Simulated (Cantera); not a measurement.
**Adiabatic ignition**

An adiabatic, constant-pressure homogeneous reactor starts with CH₄ : O₂ : N₂ = 1 : 3.57 : 13.4 (molar parts), at 1325 K and 5.00 bar.

Model: GRI-Mech 3.0 (53 species, 325 reactions), integrated in Cantera.

| t (s) | T (K) | x CH₄ | x O₂ | x HCO | x H₂ | x HO₂ |
|---|---|---|---|---|---|---|
| 3.00e-6 | 1325 | 0.0556 | 0.199 | <1e-12 | 1.22e-9 | 6.41e-8 |
| 8.17e-6 | 1325 | 0.0556 | 0.199 | <1e-12 | 4.22e-9 | 1.72e-7 |
| 2.23e-5 | 1325 | 0.0556 | 0.199 | <1e-12 | 1.85e-8 | 4.51e-7 |
| 6.06e-5 | 1325 | 0.0556 | 0.199 | 1.95e-12 | 1.25e-7 | 1.09e-6 |
| 0.000165 | 1325 | 0.0556 | 0.199 | 3.89e-11 | 1.53e-6 | 2.06e-6 |
| 0.000450 | 1326 | 0.0554 | 0.199 | 6.26e-10 | 1.85e-5 | 4.14e-6 |
| 0.00122 | 1338 | 0.0532 | 0.197 | 1.63e-8 | 0.000319 | 2.34e-5 |
| 0.00334 | 2420 | <1e-12 | 0.0855 | 3.18e-10 | 0.000658 | 9.10e-6 |
| 0.00909 | 2413 | <1e-12 | 0.0836 | 2.98e-10 | 0.000641 | 8.77e-6 |
| 0.0247 | 2404 | <1e-12 | 0.0813 | 2.76e-10 | 0.000623 | 8.39e-6 |
| 0.0674 | 2402 | <1e-12 | 0.0806 | 2.70e-10 | 0.000617 | 8.27e-6 |
| 0.184 | 2402 | <1e-12 | 0.0805 | 2.69e-10 | 0.000616 | 8.27e-6 |
| 0.500 | 2402 | <1e-12 | 0.0805 | 2.69e-10 | 0.000616 | 8.27e-6 |
x: mole fraction; the columns are a selection and need not sum to one.

time of steepest temperature rise: 1.65 ms
temperature at 0.500 s: 2402 K
equilibrium temperature: 2402 K
x(CH₄) at 0.500 s: <1e-12 (gas-phase equilibrium <1e-12)
x(O₂) at 0.500 s: 0.0805 (gas-phase equilibrium 0.0805)
x(HCO) at 0.500 s: 2.69e-10 (gas-phase equilibrium 2.69e-10)
